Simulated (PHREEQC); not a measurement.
Make-up at 25 °C: 0.053 mol/kgw Al2(SO4)3, 0.00035 mol/kgw ZnCl2, 0.24 mol/kgw NaBr and 0.00037 mol/kgw Na2SO4. Closed to the air; pH follows from the charge balance.

Computed with PHREEQC (ion-association model, wateq4f.dat).

Task: The ionic strength comes out as 0.449 mol/kgw. What activity coefficients do Cl-, Al(OH)2+, Al+3, HSO4-, AlHSO4+2 get?

Result: Cl- 0.65, Al(OH)2+ 0.70, Al+3 0.093, HSO4- 0.67, AlHSO4+2 0.29.

No solid was allowed to form. Examples of supersaturated solids here: Basaluminite, Gibbsite (slow to form). Others may be too. Complexes and solids missing from the database can't appear.
